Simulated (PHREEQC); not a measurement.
Solution (5 °C): 0.0076 mol CsOH and 0.024 mol NaF per kg of water. Closed to the air; pH follows from the charge balance.

All values are PHREEQC results (ion-association model, wateq4f.dat), not measurements.

Precipitation was switched off in this run.

Predict the pH.

pH 12.54.

Away from 25 °C the constants follow the database's enthalpies or fits; those with neither stay at their 25 °C values.
